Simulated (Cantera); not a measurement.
Input: 1 mol Ti, a varied amount of CO2, 27 mol H2, held at 1125 K and 25.0 mbar.

Method: chemical equilibrium by Gibbs-energy minimisation in Cantera with the NASA 1993 tables (ideal gas, pure condensed phases). Candidate condensed phases: C, C6H6, C7H8, C8H18, H2O, Ti, TiC, TiO, TiO2, Ti2O3, Ti3O5, Ti4O7; 113 gas species. Kinetics and transport are ignored.

x: gas mole fraction; n: condensed amount in mol.

```json
[
 {"n(CO2) (mol)": "2.5", "x H2": "0.900", "x CO": "0.0834", "x H2O": "0.0156", "x CO2": "0.00132", "x CH4": "4.50e-6", "x H": "2.67e-7", "x HCHO (formaldehyde)": "9.66e-10", "n TiO2(rutile)": "1.00"},
 {"n(CO2) (mol)": "6.7", "x H2": "0.688", "x CO": "0.173", "x H2O": "0.114", "x CO2": "0.0259", "x CH4": "5.74e-7", "x H": "2.33e-7", "x HCHO (formaldehyde)": "1.53e-9", "n TiO2(rutile)": "1.00"},
 {"n(CO2) (mol)": "11", "x H2": "0.539", "x CO": "0.224", "x H2O": "0.172", "x CO2": "0.0651", "x CH4": "2.37e-7", "x H": "2.06e-7", "x HCHO (formaldehyde)": "1.56e-9", "n TiO2(rutile)": "1.00"},
 {"n(CO2) (mol)": "15", "x H2": "___", "x CO": "0.251", "x H2O": "___", "x CO2": "___", "x CH4": "___", "x H": "___", "x HCHO (formaldehyde)": "___", "n TiO2(rutile)": "1.00"},
 {"n(CO2) (mol)": "19", "x H2": "___", "x CO": "0.266", "x H2O": "0.222", "x CO2": "___", "x CH4": "___", "x H": "___", "x HCHO (formaldehyde)": "___", "n TiO2(rutile)": "1.00"},
 {"n(CO2) (mol)": "23", "x H2": "0.307", "x CO": "0.273", "x H2O": "0.233", "x CO2": "0.187", "x CH4": "3.95e-8", "x H": "1.56e-7", "x HCHO (formaldehyde)": "1.08e-9", "n TiO2(rutile)": "1.00"},
 {"n(CO2) (mol)": "28", "x H2": "0.253", "x CO": "0.274", "x H2O": "0.238", "x CO2": "0.235", "x CH4": "2.16e-8", "x H": "1.41e-7", "x HCHO (formaldehyde)": "8.93e-10", "n TiO2(rutile)": "1.00"}
]
```

Q: Some entries are withheld; supply them.

A: 
- 19, x H2: 0.365
- 19, x CO2: 0.147
- 19, x CH4: 6.72e-8
- 19, x H: 1.70e-7
- 19, x HCHO (formaldehyde): 1.25e-9
- 15, x H2: 0.439
- 15, x H2O: 0.204
- 15, x CO2: 0.106
- 15, x CH4: 1.21e-7
- 15, x H: 1.86e-7
- 15, x HCHO (formaldehyde): 1.42e-9
